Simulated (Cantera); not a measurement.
A perfectly stirred reactor is fed with 8.57 % H2, 5.71 % O2, 85.7 % N2, equivalence ratio 0.75, at 0.690 bar; it is held at 1050 K, and followed from long to short residence time.

Detailed kinetics in Cantera: the H2/O2 subset of GRI-Mech 3.0, which has no nitrogen chemistry. The temperature is held fixed by assumption; the heat of reaction is taken as removed at once.

x: mole fraction; the columns are a selection and need not sum to one.

| τ (s) | x H2 | x O2 | x OH | x H2O | x H |
|---|---|---|---|---|---|
| 12 | 0.000119 | 0.0150 | ? | 0.0894 | 4.34e-7 |
| 4.3 | 0.000208 | 0.0150 | ? | 0.0893 | 1.20e-6 |
| 1.6 | 0.000350 | 0.0151 | ? | 0.0892 | 3.17e-6 |
| 0.58 | 0.000594 | 0.0152 | ? | 0.0889 | 8.63e-6 |
| 0.21 | 0.00101 | 0.0154 | ? | 0.0885 | 2.33e-5 |
| 0.078 | 0.00169 | 0.0157 | ? | 0.0877 | 6.09e-5 |
| 0.029 | 0.00283 | 0.0163 | ? | 0.0864 | 0.000156 |
| 0.010 | 0.00493 | 0.0173 | ? | 0.0841 | 0.000412 |
| 0.0038 | 0.00811 | 0.0189 | ? | 0.0804 | 0.000947 |
| 0.0014 | 0.0135 | 0.0217 | ? | 0.0741 | 0.00206 |
| 0.00052 | 0.0219 | 0.0262 | ? | 0.0641 | 0.00399 |

**Question.** Complete the blanks.

**Answer.** 
- 12, x OH: 6.23e-6
- 4.3, x OH: 9.94e-6
- 1.6, x OH: 1.58e-5
- 0.58, x OH: 2.54e-5
- 0.21, x OH: 4.08e-5
- 0.078, x OH: 6.41e-5
- 0.029, x OH: 9.97e-5
- 0.010, x OH: 0.000158
- 0.0038, x OH: 0.000236
- 0.0014, x OH: 0.000345
- 0.00052, x OH: 0.000479
